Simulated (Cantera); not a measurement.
A diamond (100) surface in a fixed gas of H2 with x(CH4) = 0.011, x(H) = 0.0051, x(CH3) = 1.9e-05, at 1148 K; coverages are run to steady state.

Model: the Harris–Goodwin 1993 mechanism for the reconstructed diamond (100) surface, integrated in Cantera.

θ: site fractions in the mechanism's names (c6HH fully hydrogenated, c6H* and c6*H radical sites, c6** diradical, c6HM methylated).

```csv
P (Pa),growth (µm/h),θ c6HH,θ c6H*,θ c6*H,θ c6**,θ c6HM
610,0.0170,0.477,0.0328,0.467,0.0231,0.000128
1100,0.0440,0.477,0.0328,0.467,0.0231,0.000211
2000,0.115,0.477,0.0328,0.467,0.0231,0.000333
3600,0.288,0.477,0.0328,0.466,0.0231,0.000486
6500,0.676,0.477,0.0328,0.466,0.0231,0.000652
12000,1.52,0.477,0.0329,0.466,0.0231,0.000811
21000,___,0.477,0.0330,0.466,0.0231,___
39000,___,0.477,0.0332,0.466,0.0231,___
```

### Question
What belongs in the gaps?

### Answer

- 21000, growth (µm/h): 3.01
- 21000, θ c6HM: 0.000925
- 39000, growth (µm/h): 6.10
- 39000, θ c6HM: 0.00101
